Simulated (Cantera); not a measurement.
Mixture: 18.8 % H₂, 17.1 % O₂, 64.2 % N₂, equivalence ratio 0.55, at 100000 Pa, adiabatic and at constant volume. Ignition delay is the time to a rise of 400 K.

Computed with Cantera and GRI-Mech 3.0 (53 species, 325 reactions). Where the delays flatten at high temperature, the 400 K rule measures the pace of heat release, not the induction time.

Predict: delay at 1025 K; delay at 1125 K; delay at 1225 K; delay at 1325 K; delay at 1425 K; delay at 1525 K.


| Item | Value |
|---|---|
| delay at 1025 K | 0.191 ms |
| delay at 1125 K | 73.7 µs |
| delay at 1225 K | 41.7 µs |
| delay at 1325 K | 28.0 µs |
| delay at 1425 K | 21.4 µs |
| delay at 1525 K | 18.1 µs |
